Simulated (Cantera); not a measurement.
Mixture: 5.51 % CH4, 19.3 % O2, 72.8 % N2, 2.37 % CO2, equivalence ratio 0.57, at 0.570 bar, adiabatic and at constant pressure. Ignition delay is the time to a rise of 400 K.

Computed with Cantera and GRI-Mech 3.0 (53 species, 325 reactions).

Problem. Predict: delay at 1125 K; delay at 1225 K; delay at 1325 K; delay at 1425 K; delay at 1525 K; apparent activation energy between 1475 and 1575 K.

Solution. 
```
Item                                                     Value
--------------------------------------------------  ----------
delay at 1125 K                                        0.178 s
delay at 1225 K                                        39.1 ms
delay at 1325 K                                        10.3 ms
delay at 1425 K                                        3.25 ms
delay at 1525 K                                        1.25 ms
apparent activation energy between 1475 and 1575 K  170 kJ/mol
```
